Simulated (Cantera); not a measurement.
Mixture: 5.46 % CH4, 0.600 % C2H6, 0.202 % C3H8, 10.8 % O2, 63.8 % N2, 19.1 % CO2, equivalence ratio 1.3, at 24000 Torr, adiabatic and at constant volume. Ignition delay is the time to a rise of 400 K.

Model: GRI-Mech 3.0 (53 species, 325 reactions), integrated in Cantera. The pressure lies above the range GRI-Mech 3.0 was tuned for (to about 10 atm).

Q: Predict: delay at 1000 K; delay at 1075 K; delay at 1150 K; delay at 1225 K; delay at 1300 K; delay at 1375 K; delay at 1450 K; apparent activation energy between 1300 and 1450 K.

A: 
```json
{
  "delay at 1000 K": "10.6 ms",
  "delay at 1075 K": "2.94 ms",
  "delay at 1150 K": "1.02 ms",
  "delay at 1225 K": "0.417 ms",
  "delay at 1300 K": "0.193 ms",
  "delay at 1375 K": "97.0 µs",
  "delay at 1450 K": "51.1 µs",
  "apparent activation energy between 1300 and 1450 K": "140 kJ/mol"
}
```
